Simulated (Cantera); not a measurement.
NO annealing gas

A perfectly stirred reactor is fed with NO : N2 = 1 : 0.25 (molar parts), at 2400 Pa; it is held at 2000 K, and followed from long to short residence time.

Detailed kinetics in Cantera: GRI-Mech 3.0 (53 species, 325 reactions). Radical loss at walls, strong at low pressure, is not modelled.

```
τ (s)     x NO   x N2      x O2     x N2O       x O     x NO2
-------  -----  -----  --------  --------  --------  --------
16       0.230  0.484     0.283   1.23e-5   0.00235   7.06e-5
3.3      0.545  0.327     0.126   8.09e-5   0.00166  0.000109
0.70     0.744  0.227    0.0270  0.000180  0.000975   6.94e-5
0.15     0.789  0.205   0.00477  0.000209  0.000671   4.09e-5
0.031    0.798  0.201  0.000590  0.000173  0.000420   2.64e-5
0.0064   0.800  0.200   2.84e-5   8.14e-5  0.000127   8.39e-6
0.0013   0.800  0.200   9.29e-7   2.15e-5   2.40e-5   8.18e-7
0.00028  0.800  0.200   4.10e-8   4.91e-6   5.03e-6   5.00e-8
```
x: mole fraction; the columns are a selection and need not sum to one.
